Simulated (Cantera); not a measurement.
What does this Cantera script print?

```python
import numpy as np
import cantera as ct

gas_names = """
    C CN CO CO2 C2 CCN CNC C2N2 C2O C3 C3O2 C4 C4N2 C5 N NCO NO NO2 NO3 N2 N2O O O2 O3 Si SiC SiC2 SiN
    SiO SiO2 Si2 Si2C Si2N Si3
""".split()
cond_names = """
    C(gr) Si(cr) Si(L) SiC(b) SiO2(Lqz) SiO2(hqz) SiO2(L) Si2N2O(s) Si3N4(a)
""".split()


# ... load() reads the species with a 1 bar reference pressure and builds the phases ...
atoms = {
    'SiC': {'Si': 1, 'C': 1},
    'CO2': {'C': 1, 'O': 2},
    'N2': {'N': 2},
    'N2O': {'N': 2, 'O': 1},
}
top_T = {'C(gr)': 4500, 'SiC(b)': 3050, 'Si2N2O(s)': 2100, 'Si3N4(a)': 2400}  # K; cautious upper limits of use, not melting points


# ... equilibrate(T, P, feed) seeds the gas with the atoms and calls Mixture.equilibrate('TP', solver="vcs", rtol=1e-11, max_steps=5000) ...
results = []
feed = {'SiC': 1, 'CO2': 0.048, 'N2': 77, 'N2O': 0.15}  # mol
T = 1725  # K
for P in [0.1, 1, 10, 100, 1000, 10000, 100000, 1000000]:
    mix = equilibrate(T, P, feed)
    results.append((T, P, feed, dict(zip(mix.species_names, mix.species_moles))))

top = {s: max(r[3][s] / sum(r[3][g] for g in gas_names) for r in results) for s in gas_names}
cols = sorted((s for s in top if top[s] > 1e-06), key=lambda s: -top[s])[:7]
seen = [c for c in cond_names if any(r[3].get(c, 0) > 1e-12 for r in results)]
print("log10 of partial pressures in bar; condensed amounts in mol")
print(f"{'P/Pa':>10s}" + "".join(f"{s[:9]:>10s}" for s in cols + seen))
for T, P, feed, n in results:
    ng = sum(n[g] for g in gas_names)
    print(f"{P:10.4g}" + "".join(f"{np.log10(max(n[s] / ng * P / 1e5, 1e-99)):10.3f}" for s in cols)
          + "".join(f"{n.get(c, 0):10.4g}" for c in seen))
```

It prints:

```
log10 of partial pressures in bar; condensed amounts in mol
      P/Pa        N2        Si        CO       SiO      SiC2      Si2C        CN     C(gr)    SiC(b) Si2N2O(s)  Si3N4(a)
       0.1    -6.007    -7.903    -8.505   -10.994    -9.938   -10.194   -11.062     0.779         0         0         0
         1    -5.002    -7.605    -7.503    -9.532    -9.965    -9.760   -10.722         0    0.8011         0         0
        10    -4.002    -6.894    -6.594    -7.201   -10.676    -9.049   -10.933         0      0.85         0         0
       100    -3.001    -6.706    -5.699    -5.929   -10.864    -8.861   -10.621         0     0.893         0         0
      1000    -2.001    -6.680    -4.719    -4.897   -10.890    -8.835   -10.147         0    0.9001         0         0
     1e+04    -1.001    -7.066    -3.606    -4.557   -10.503    -9.222    -9.260         0    0.8565   0.03305   0.01864
     1e+05    -0.001    -7.733    -2.606    -4.891    -9.836    -9.888    -8.094         0    0.8565   0.05349   0.01185
     1e+06     1.000    -8.400    -2.238    -5.224   -10.435   -11.189    -7.559     1.004         0    0.2017    0.1989
```

Equilibrium computed with Cantera from the NASA thermochemical tables; the gas is ideal and each condensed phase is pure. Mutual solubility and eutectic melting of coexisting phases are not modelled.
